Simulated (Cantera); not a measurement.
A freely propagating, adiabatic, planar premixed flame of CO : H₂ : O₂ : N₂ = 1 : 0.046 : 0.716 : 3.08 (molar parts), equivalence ratio 0.73, unburnt at 625 K and 100000 Pa; multicomponent transport, grid criteria slope 0.08 and curve 0.16, no radiation.

Cantera simulation using GRI-Mech 3.0 (53 species, 325 reactions); the numbers are that mechanism's predictions, not measurements. Burning velocities carry a grid error of a few per cent, more on coarse grids.

Q: Predict: laminar burning velocity; thermal thickness; peak x(OH).

A: 
| Item | Value |
|---|---|
| laminar burning velocity | 80.3 cm/s |
| thermal thickness | 1.15 mm |
| peak x(OH) | 0.00263 |
